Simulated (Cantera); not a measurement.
Feed: 1 mol trisilylamine, 2.9 mol N2, equilibrated at 1625 K and 0.000510 bar.

These are equilibrium values from Cantera (NASA tables, ideal gas, pure condensed phases), not measurements of a reactor. Candidate condensed phases: Si, Si3N4; 18 gas species. The feed counts by its element totals alone. Equilibrium is a limit: real reactors are often held back by kinetics, nucleation or transport.

Base state: H2 0.568, N2 0.430, H 0.00235, Si 0.000319, SiH 1.08e-5 (mole fractions); condensed: Si(s).

Question: What changes in the equilibrium state with this change: temperature from 1625 K to 1723.15 K?

Answer: 
```tsv
species	before	after
H2	0.568	0.564
N2	0.430	0.428
H	0.00235	0.00607
Si	0.000319	0.00193
Si2N	6.39e-6	2.82e-5
SiH	1.08e-5	4.71e-5
SiN	3.71e-6	1.60e-5
Si(s), mol	3.00	0
Si(l), mol	0	2.98
```
The tables' values for SiN are old estimates; treat these amounts as uncertain.

Question: What changes in the equilibrium state with this change: temperature from 1625 K to 2048.15 K?

Answer: 
```csv
species,before,after
H2,0.568,0.431
N2,0.430,0.351
Si,0.000319,0.148
H,0.00235,0.0652
Si2,9.28e-7,0.00172
Si3,2.12e-7,0.000361
"Si(s), mol",3.00,0
"Si(l), mol",0,1.49
```
The tables' values for SiN are old estimates; treat these amounts as uncertain. Gases not in the tables: Si2H6 and higher silanes.
